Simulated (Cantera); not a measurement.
An isothermal plug-flow reactor at 650 K and 3750 Torr (inlet), inlet velocity 0.32 m/s, active area per volume 100 1/m; feed H2 : O2 : N2 = 0.0044 : 0.04 : 0.79 (molar parts), equivalence ratio 0.055.

Detailed kinetics in Cantera: Deutschmann's 1995 Pt surface mechanism with GRI-Mech 3.0 gas chemistry. Catalytic surfaces can have several steady states; this one follows from the mechanism file's or the stated starting coverage. Mass transfer to the wall is taken as infinitely fast.

Task: What does this change do: area per volume 100 to 130 1/m?

Result: 
```json
[
 {"quantity": "x(H2) at z = 0.0054 m", "before": "0.000468", "after": "0.000366"},
 {"quantity": "x(O2) at z = 0.0054 m", "before": "0.0456", "after": "0.0456"},
 {"quantity": "x(H2O) at z = 0.0054 m", "before": "0.00482", "after": "0.00492"},
 {"quantity": "θ(free Pt) at the exit", "before": "0.0178", "after": "0.0140"},
 {"quantity": "θ(O*) at the exit", "before": "0.976", "after": "0.981"},
 {"quantity": "θ(OH*) at the exit", "before": "0.00587", "after": "0.00526"}
]
```
